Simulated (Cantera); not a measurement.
Feed: 1 mol Si, 0.071 mol N₂O, 29 mol N₂, 0.031 mol CO₂, at 950 K and 0.248 Torr.

Cantera equilibrium calculation (NASA polynomials, part measured and part estimated; ideal gas, pure solids and liquids). Candidate condensed phases: C, Si, SiC, SiO₂, Si₂N₂O, Si₃N₄; 34 gas species. The numbers say what is thermodynamically allowed, not how fast it happens.

Base state: N₂ 1.00 (mole fractions); condensed: C(graphite) + Si₂N₂O(s) + Si₃N₄(s).

Question: What changes in the equilibrium state with this change: CO₂ from 0.031 to 0.67 mol?

Answer: 
```csv
species,before,after
N₂,1.00,0.977
CO,4.20e-9,0.0228
"C(graphite), mol",0.0310,0
"Si₂N₂O(s), mol",0.133,0.420
"Si₃N₄(s), mol",0.245,0
"SiO₂(β-quartz), mol",0,0.161
```
